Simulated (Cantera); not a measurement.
Input (Python, Cantera) and output of one run.

```python
import numpy as np
import cantera as ct

gas_names = """
    F F2 H HF H2 H2F2 H3F3 H4F4 H5F5 H6F6 H7F7 Si SiF SiF2 SiF3 SiF4 SiH SiHF3 SiH2 SiH2F2 SiH3 SiH3F
    SiH4 Si2 Si3
""".split()
cond_names = """
    Si(cr) Si(L)
""".split()


# ... load() reads the species with a 1 bar reference pressure and builds the phases ...
atoms = {
    'Si': {'Si': 1},
    'HF': {'H': 1, 'F': 1},
    'H2': {'H': 2},
}
top_T = {}  # K; cautious upper limits of use, not melting points


# ... equilibrate(T, P, feed) seeds the gas with the atoms and calls Mixture.equilibrate('TP', solver="vcs", rtol=1e-11, max_steps=5000) ...
results = []
feed = {'Si': 1, 'HF': 16, 'H2': 0.36}  # mol
T = 798.15  # K
P = 280  # Pa
mix = equilibrate(T, P, feed)
results.append((T, P, feed, dict(zip(mix.species_names, mix.species_moles))))
print(gas.report(threshold=0.0001))
for i in range(1, mix.n_phases):
    print(f"{mix.phase(i).name:16s} {mix.phase_moles(i):12.5e} mol")
```

It prints:

```
       temperature   798.15 K
          pressure   280 Pa
           density   0.00095844 kg/m^3
  mean mol. weight   22.716 kg/kmol
   phase of matter   gas

                          1 kg             1 kmol
                     ---------------   ---------------
          enthalpy       -1.3271e+07       -3.0146e+08  J
   internal energy       -1.3563e+07        -3.081e+08  J
           entropy             11497        2.6115e+05  J/K
    Gibbs function       -2.2447e+07        -5.099e+08  J
 heat capacity c_p            1501.3             34103  J/K
 heat capacity c_v            1135.3             25789  J/K

                      mass frac. Y      mole frac. X     chem. pot. / RT
                     ---------------   ---------------   ---------------
                HF           0.68807           0.78125           -69.353
                H2          0.013636           0.15365           -24.727
              SiF4           0.29829          0.065104           -289.62
     [  +22 minor]        2.9144e-07        1.6498e-07

Si(cr)            0.00000e+00 mol
```

Cantera equilibrium calculation (NASA polynomials, part measured and part estimated; ideal gas, pure solids and liquids).
